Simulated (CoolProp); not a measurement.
C2F6 (R116) at several states: fugacity coefficient from the reference equation and from simpler models built on Tc = 293.0 K, pc = 3.048 MPa, ω = 0.257; each cubic takes its own stable root.

Model: reference Helmholtz-energy equation of state, Lemmon 2006, in CoolProp. It is a short technical equation, of lower accuracy than the large ones.

| T (K) | p (MPa) | phase | reference | van der Waals | Soave-Redlich-Kwong | Peng-Robinson |
|---|---|---|---|---|---|---|
| 328.2 | 0.0424 | gas | 0.9969 | 0.9969 | 0.9968 | 0.9963 |
| 342.1 | 0.0477 | gas | 0.9970 | 0.9968 | 0.9969 | 0.9964 |
| 333.3 | 5.27 | supercritical | [?] | [?] | [?] | 0.6356 |
| 357.1 | 3.78 | supercritical | [?] | [?] | [?] | [?] |

### Question
Complete the blanks.

### Answer

- 333.3, reference: 0.6613
- 333.3, van der Waals: 0.6333
- 333.3, Soave-Redlich-Kwong: 0.6667
- 357.1, reference: 0.8076
- 357.1, van der Waals: 0.7816
- 357.1, Soave-Redlich-Kwong: 0.8104
- 357.1, Peng-Robinson: 0.7831
